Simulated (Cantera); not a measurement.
FeS + O2 + CO2 + SO2 (roasting and sulfation)

Feed: 1 mol FeS, 2.5 mol O2, 0.5 mol CO2, 0.7 mol SO2, held at 0.830 bar.

These are equilibrium values from Cantera (NASA tables, ideal gas, pure condensed phases), not measurements of a reactor. Candidate condensed phases: C, Fe, Fe(CO)5, FeO, FeS, FeSO4, FeS2, Fe2O3, Fe2(SO4)3, Fe3O4, S; 25 gas species. Rates play no part.

From 1250 °C to 1375 °C the condensed part is Fe2O3(s). From 1400 °C to 1475 °C the condensed part is Fe3O4(s).

```
T (°C)  x SO2   x O2  x CO2    x SO3      x O     x CO     x SO     x FeO  n Fe2O3(s)  n Fe3O4(s)
------  -----  -----  -----  -------  -------  -------  -------  --------  ----------  ----------
1250    0.570  0.251  0.170  0.00866  3.03e-6  2.56e-6  6.32e-7  2.84e-11       0.500           0
1275    0.571  0.251  0.170  0.00769  4.20e-6  3.66e-6  9.30e-7  6.34e-11       0.500           0
1300    0.571  0.252  0.170  0.00684  5.75e-6  5.17e-6  1.35e-6  1.38e-10       0.500           0
1325    0.572  0.252  0.170  0.00612  7.80e-6  7.22e-6  1.94e-6  2.92e-10       0.500           0
1350    0.572  0.252  0.170  0.00549  1.05e-5  9.98e-6  2.75e-6  6.06e-10       0.500           0
1375    0.573  0.252  0.170  0.00494  1.40e-5  1.37e-5  3.86e-6   1.23e-9       0.500           0
1400    0.557  0.273  0.165  0.00450  1.92e-5  1.73e-5  5.02e-6   2.36e-9           0       0.333
1425    0.557  0.273  0.165  0.00408  2.51e-5  2.33e-5  6.91e-6   4.40e-9           0       0.333
1450    0.558  0.273  0.165  0.00370  3.26e-5  3.10e-5  9.42e-6   8.03e-9           0       0.333
1475    0.558  0.273  0.165  0.00337  4.21e-5  4.09e-5  1.27e-5   1.44e-8           0       0.333
```
x: gas mole fraction; n: condensed amount in mol.
